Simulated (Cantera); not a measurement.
Input: 1 mol C2H4, 28 mol H2, 6.8 mol N2, at 65.0 Pa.

These are equilibrium values from Cantera (NASA tables, ideal gas, pure condensed phases), not measurements of a reactor. Candidate condensed phases: C, C6H6, C7H8, C8H18; 110 gas species. Ions and electrons are included (thermal ionisation). Rates play no part.

log p: log10 of the partial pressure in bar; nothing condenses.

```json
[
 {"T (°C)": "2727", "log p H": "-3.25", "log p N": "-6.95", "log p N2": "-4.20", "log p C": "-5.09", "log p H2": "-4.90", "log p CN": "-5.38", "log p C3": "-5.88"},
 {"T (°C)": "2977", "log p H": "-3.25", "log p N": "-6.31", "log p N2": "-4.20", "log p C": "-4.84", "log p H2": "-5.51", "log p CN": "-5.51", "log p C3": "-6.92"},
 {"T (°C)": "3227", "log p H": "-3.25", "log p N": "-5.76", "log p N2": "-4.20", "log p C": "-4.77", "log p H2": "-6.04", "log p CN": "-5.76", "log p C3": "-8.27"},
 {"T (°C)": "3477", "log p H": "-3.25", "log p N": "-5.28", "log p N2": "-4.21", "log p C": "-4.75", "log p H2": "-6.50", "log p CN": "-6.03", "log p C3": "-9.53"},
 {"T (°C)": "3727", "log p H": "-3.25", "log p N": "-4.87", "log p N2": "-4.25", "log p C": "-4.74", "log p H2": "-6.91", "log p CN": "-6.28", "log p C3": "-10.68"},
 {"T (°C)": "3977", "log p H": "-3.26", "log p N": "…", "log p N2": "…", "log p C": "-4.74", "log p H2": "…", "log p CN": "…", "log p C3": "…"},
 {"T (°C)": "4227", "log p H": "-3.26", "log p N": "-4.27", "log p N2": "-4.46", "log p C": "-4.75", "log p H2": "-7.61", "log p CN": "-6.79", "log p C3": "-12.65"},
 {"T (°C)": "4477", "log p H": "-3.27", "log p N": "…", "log p N2": "…", "log p C": "-4.76", "log p H2": "…", "log p CN": "…", "log p C3": "…"},
 {"T (°C)": "4727", "log p H": "-3.28", "log p N": "-4.00", "log p N2": "-5.04", "log p C": "-4.77", "log p H2": "-8.18", "log p CN": "-7.42", "log p C3": "-14.26"}
]
```

Q: What belongs in the gaps?

A: 
- 3977, log p N: -4.54
- 3977, log p N2: -4.32
- 3977, log p H2: -7.27
- 3977, log p CN: -6.53
- 3977, log p C3: -11.71
- 4477, log p N: -4.10
- 4477, log p N2: -4.70
- 4477, log p H2: -7.91
- 4477, log p CN: -7.09
- 4477, log p C3: -13.50
